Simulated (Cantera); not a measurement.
Input: 1 mol Fe(CO)₅, 0.44 mol H₂, at 1200 K and 1.00 bar.

These are equilibrium values from Cantera (NASA tables, ideal gas, pure condensed phases), not measurements of a reactor. Candidate condensed phases: C, C₆H₆, C₇H₈, C₈H₁₈, Fe, Fe(CO)₅, FeO, Fe(OH)₂, Fe(OH)₃, Fe₂O₃, Fe₃O₄, H₂O; 114 gas species. Condensed phases not in the tables: cementite and carbon dissolved in iron. The numbers say what is thermodynamically allowed, not how fast it happens.

Base state: CO 0.902, H₂ 0.0802, CO₂ 0.0154, H₂O 0.00188, CH₄ 0.000102 (mole fractions); condensed: C(graphite) + Fe(γ).

Task: What changes in the equilibrium state with this change: 0.54 mol H₂O added?

Result: 
```csv
species,before,after
CO,0.902,0.764
H₂,0.0802,0.145
CO₂,0.0154,0.0717
H₂O,0.00188,0.0187
CH₄,0.000102,5.13e-5
"C(graphite), mol",0.0918,0
"Fe(γ), mol",1.00,1.00
```

Task: What changes in the equilibrium state with this change: temperature from 1200 K to 1298.15 K?

Result: 
```tsv
species	before	after
CO	0.902	0.914
H₂	0.0802	0.0805
CO₂	0.0154	0.00442
H₂O	0.00188	0.000683
CH₄	0.000102	5.16e-5
C(graphite), mol	0.0918	0.0273
Fe(γ), mol	1.00	1.00
```
